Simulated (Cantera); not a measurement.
Mixture: CO : H2 : O2 : N2 : H2O = 1 : 0.061 : 0.295 : 1.11 : 0.15 (molar parts), equivalence ratio 1.8, at 1.01 bar, adiabatic and at constant pressure. Ignition delay is the time to a rise of 400 K.

Cantera simulation using GRI-Mech 3.0 (53 species, 325 reactions); the numbers are that mechanism's predictions, not measurements. Where the delays flatten at high temperature, the 400 K rule measures the pace of heat release, not the induction time.

Q: Predict: delay at 1198 K; delay at 1348 K; delay at 1498 K; delay at 1648 K; delay at 1798 K.

A: 
- delay at 1198 K = 0.137 ms
- delay at 1348 K = 76.4 µs
- delay at 1498 K = 56.0 µs
- delay at 1648 K = 50.2 µs
- delay at 1798 K = 52.2 µs
